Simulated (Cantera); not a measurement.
Input (Python, Cantera) and output of one run.

```python
import numpy as np
import cantera as ct

gas_names = """
    C CH CH2 CH3 CH2OH CH3O CH4 CH3OH CN CO CO2 COOH C2 C2H CHCO,ketyl C2H2,acetylene C2H2,vinylidene
    CH2CO,ketene C2H3,vinyl CH3CN CH3CO,acetyl C2H4 C2H4O,ethylen CH3CHO,ethanal CH3COOH (HCOOH)2 C2H5
    C2H6 CH3OCH3 C2H5OH CCN CNC C2N2 C2O C3 C3H3,propargyl C3H4,allene C3H4,propyne C3H4,cyclo-
    C3H5,allyl C3H6,propylene C3H6,cyclo- C3H6O C3H7,n-propyl C3H7,i-propyl C3H8 C3H8O,1propanol
    C3H8O,2propanol C3O2 C4 C4H2 C4H4,1,3-cyclo- C4H6,butadiene C4H6,2-butyne C4H6,cyclo- C4H8,1-butene
    C4H8,cis2-buten C4H8,tr2-butene C4H8,isobutene C4H8,cyclo- (CH3COOH)2 C4H9,n-butyl C4H9,i-butyl
    C4H9,s-butyl C4H9,t-butyl C4H10,isobutane C4H10,n-butane C4N2 C5 C5H6,1,3cyclo- C5H8,cyclo-
    C5H10,1-pentene C5H10,cyclo- C5H11,pentyl C5H11,t-pentyl C5H12,n-pentane C5H12,i-pentane
    CH3C(CH3)2CH3 C6H2 C6H5,phenyl C6H5O,phenoxy C6H6 C6H5OH,phenol C6H10,cyclo- C6H12,1-hexene
    C6H12,cyclo- C6H13,n-hexyl C7H7,benzyl C7H8 C7H8O,cresol C7H14,1-heptene C7H15,n-heptyl
    C7H16,n-heptane C8H8,styrene C8H10,ethylbenz C8H16,1-octene C8H17,n-octyl C8H18,isooctane
    C8H18,n-octane C9H19,n-nonyl C10H8,naphthale C10H21,n-decyl C12H9,o-bipheny C12H10,bipheny H HCN HCO
    HCCN HNC HNCO HNO HNO2 HNO3 HO2 H2 HCHO,formaldehy HCOOH H2O H2O2 N NCO NH NH2 NH3 NH2OH NO NO2 NO3
    N2 N2H2 N2H4 N2O O OH O2 O3
""".split()
cond_names = """
    C(gr) C6H6(L) C7H8(L) C8H18(L),n-octa H2O(s) H2O(L)
""".split()


def load(file, names, dense=False):
    # The tables refer to 1 bar. Condensed volumes are neglected.
    table = {s.name: s for s in ct.Species.list_from_file(file)}
    out = []
    for n in names:
        d = dict(table[n].input_data)
        d["thermo"] = dict(d["thermo"], **{"reference-pressure": 1e5})
        if dense:
            d["equation-of-state"] = {"model": "constant-volume", "density": "1e6 g/cm^3"}
        out.append(ct.Species.from_dict(d))
    return out


gas = ct.Solution(thermo="ideal-gas", species=load("nasa_gas.yaml", gas_names))
cond = {s.name: ct.Solution(thermo="fixed-stoichiometry", species=[s], name=s.name)
        for s in load("nasa_condensed.yaml", cond_names, dense=True)}
atoms = {
    'C3H8': {'C': 3, 'H': 8},
    'CO2': {'C': 1, 'O': 2},
    'N2': {'N': 2},
}
top_T = {'C(gr)': 4500}  # K; cautious upper limits of use, not melting points


def equilibrate(T, P, feed):
    n = {}
    for name, mol in feed.items():
        for a, k in atoms[name].items():
            n[a] = n.get(a, 0.0) + k * mol
    gas.TPX = T, P, n
    mass = sum(n.values()) * gas.mean_molecular_weight
    gas.equilibrate("TP")
    valid = [c for c in cond.values() if c.min_temp <= T <= top_T.get(c.name, c.max_temp)]
    mix = ct.Mixture([(gas, mass / gas.mean_molecular_weight)] + [(c, 0.0) for c in valid])
    mix.T, mix.P = T, P
    mix.equilibrate("TP", solver="vcs", rtol=1e-11, max_steps=5000)
    return mix


results = []
feed = {'C3H8': 1, 'CO2': 1, 'N2': 7}  # mol
T = 1500  # K
P = 10000  # Pa
mix = equilibrate(T, P, feed)
results.append((T, P, feed, dict(zip(mix.species_names, mix.species_moles))))
x = sorted(zip(gas.X, gas.species_names), reverse=True)
print(f"T = {T:g} K  P = {P:g} Pa  gas = {mix.phase_moles(0):.4g} mol")
print("   x: " + "  ".join(f"{s} {v:.3e}" for v, s in x if v > 1e-06))
print("   condensed (mol): " + ("  ".join(f"{mix.phase(i).name} {mix.phase_moles(i):.4g}"
      for i in range(1, mix.n_phases) if mix.phase_moles(i) > 1e-12) or "none"))
```

It prints:

```
T = 1500 K  P = 10000 Pa  gas = 13 mol
   x: N2 5.383e-01  H2 3.074e-01  CO 1.538e-01  HCN 4.300e-04  H 3.086e-05  CH4 2.428e-05  H2O 8.122e-06  HNC 7.259e-06  C2H2,acetylene 2.774e-06  CO2 1.571e-06
   condensed (mol): C(gr) 1.994
```

Method: chemical equilibrium by Gibbs-energy minimisation in Cantera with the NASA 1993 tables (ideal gas, pure condensed phases).
